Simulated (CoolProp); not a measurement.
The numbers come from the reference Helmholtz-energy equation of state, Platzer 1990 in CoolProp. This equation is an older, rougher fit; its heat capacities, sound speeds and derivatives of the liquid may be far off and weren't checked against measurements.

Task: Give the vapour pressure (kPa), liquid density (kg/m³), surface tension (mN/m), liquid conductivity (mW/(m K)) of saturated c-C4F8 (RC318) at 285.9 K.

Result: 
```
T (K)  p (kPa)  liquid density (kg/m³)  surface tension (mN/m)  liquid conductivity (mW/(m K))
-----  -------  ----------------------  ----------------------  ------------------------------
285.9      207                    1550                    9.59                            68.3
```

Thermal conductivity comes from a separate model (Huber 2003), an estimate that may be off by 10 % or more. Surface tension comes from a separate correlation (Mulero 2012).
